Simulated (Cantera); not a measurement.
A perfectly stirred reactor is fed with CH4 : O2 : N2 = 1 : 3.03 : 11.4 (molar parts), at 0.490 bar; it is adiabatic with a 475 K inlet, and is followed from long to short residence time, starting on the burning branch (τ in s: 0.12, 0.045, 0.017, 0.0067, 0.0026, 0.001, 0.00039, 0.00015, 5.9e-05, 2.3e-05, 8.9e-06, 3.5e-06).

Detailed kinetics in Cantera: GRI-Mech 3.0 (53 species, 325 reactions).

Question: What does this change do: pressure from 0.490 bar to 15.0 bar?

Answer: 
```tsv
quantity	before	after
blow-out, bracketed by the residence times tried	burning at 0.390 ms, out at 0.150 ms	burning at 0.150 ms, out at 59.0 µs
x(CH4) at τ = 0.120 s	8.28e-6	1.57e-6
x(O2) at τ = 0.120 s	0.0665	0.0666
x(HCO) at τ = 0.120 s	2.90e-8	1.02e-9
x(H2O2) at τ = 0.120 s	5.40e-8	1.82e-7
x(CO) at τ = 0.120 s	0.000881	6.14e-5
x(CH4) at τ = 0.390 ms	0.000652	0.000192
x(O2) at τ = 0.390 ms	0.0761	0.0685
x(HCO) at τ = 0.390 ms	9.07e-6	3.20e-7
x(H2O2) at τ = 0.390 ms	5.40e-7	8.57e-7
x(CO) at τ = 0.390 ms	0.0182	0.00313
```
The pressure lies above the range GRI-Mech 3.0 was tuned for (to about 10 atm).

Question: What does this change do: 1.5 parts CO2 added?

Answer: 
| quantity | before | after |
|---|---|---|
| blow-out, bracketed by the residence times tried | burning at 0.390 ms, out at 0.150 ms | burning at 1.00 ms, out at 0.390 ms |
| x(CH4) at τ = 0.120 s | 8.28e-6 | 1.36e-5 |
| x(O2) at τ = 0.120 s | 0.0665 | 0.0611 |
| x(HCO) at τ = 0.120 s | 2.90e-8 | 3.24e-8 |
| x(H2O2) at τ = 0.120 s | 5.40e-8 | 7.26e-8 |
| x(CO) at τ = 0.120 s | 0.000881 | 0.00133 |
| x(CH4) at τ = 0.390 ms | 0.000652 | 0.0591 |
| x(O2) at τ = 0.390 ms | 0.0761 | 0.179 |
| x(HCO) at τ = 0.390 ms | 9.07e-6 | <1e-12 |
| x(H2O2) at τ = 0.390 ms | 5.40e-7 | <1e-12 |
| x(CO) at τ = 0.390 ms | 0.0182 | <1e-12 |

Question: What does this change do: CH4 1 to 0.62 parts?

Answer: 
```tsv
quantity	before	after
blow-out, bracketed by the residence times tried	burning at 0.390 ms, out at 0.150 ms	burning at 2.60 ms, out at 1.00 ms
x(CH4) at τ = 0.120 s	8.28e-6	3.62e-5
x(O2) at τ = 0.120 s	0.0665	0.119
x(HCO) at τ = 0.120 s	2.90e-8	1.88e-8
x(H2O2) at τ = 0.120 s	5.40e-8	1.58e-7
x(CO) at τ = 0.120 s	0.000881	0.000467
x(CH4) at τ = 0.390 ms	0.000652	0.0412
x(O2) at τ = 0.390 ms	0.0761	0.201
x(HCO) at τ = 0.390 ms	9.07e-6	<1e-12
x(H2O2) at τ = 0.390 ms	5.40e-7	<1e-12
x(CO) at τ = 0.390 ms	0.0182	<1e-12
```
